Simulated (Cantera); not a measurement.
Feed: 1 mol SiH₂Cl₂, 87 mol N₂, 0.1 mol H₂, equilibrated at 625 °C and 27.0 Pa.

These are equilibrium values from Cantera (NASA tables, ideal gas, pure condensed phases), not measurements of a reactor. Candidate condensed phases: NH₄Cl, Si, Si₃N₄; 28 gas species. N₂ is the only nitrogen source here; it is nearly inert below about 1500 K, so the nitride shown seldom forms there in practice. Equilibrium is a limit: real reactors are often held back by kinetics, nucleation or transport.

Base state: N₂ 0.977, HCl 0.0197, H₂ 0.00257, SiCl₄ 0.000719 (mole fractions); condensed: Si₃N₄(s).

Problem. What changes in the equilibrium state with this change: 0.46 mol HCl added?

Solution. 
```csv
species,before,after
N₂,0.977,0.972
HCl,0.0197,0.0237
H₂,0.00257,0.00313
SiCl₄,0.000719,0.00100
"Si₃N₄(s), mol",0.312,0.304
```
